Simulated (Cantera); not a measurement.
Charge: 1 mol PbO, 1.1 mol C, 0.012 mol CO, at 1500 °C.

Equilibrium computed with Cantera from the NASA thermochemical tables; the gas is ideal and each condensed phase is pure. Candidate condensed phases: C, Pb, PbO, PbO2, Pb3O4; 15 gas species. Equilibrium is a limit: real reactors are often held back by kinetics, nucleation or transport.

x: gas mole fraction; n: condensed amount in mol.

```csv
P (Pa),x CO,x Pb,x CO2,x Pb2,n C(graphite),n Pb(l)
10,0.503,0.497,2.23e-9,1.96e-7,0.100,0
42,0.503,0.497,9.35e-9,8.23e-7,0.100,0
180,0.503,0.497,…,…,0.100,0
750,0.503,0.497,…,…,0.100,0
3200,0.503,0.497,7.12e-7,6.27e-5,0.100,0
13000,0.503,0.497,2.90e-6,0.000254,0.100,0
56000,0.596,0.403,1.75e-5,0.000722,0.100,0.313
240000,0.906,0.0941,0.000173,0.000169,0.100,0.895
1000000,0.977,0.0226,0.000839,4.05e-5,0.101,0.977
```

### Question
Fill in the missing entries.

### Answer

- 180, x CO2: 4.01e-8
- 180, x Pb2: 3.53e-6
- 750, x CO2: 1.67e-7
- 750, x Pb2: 1.47e-5
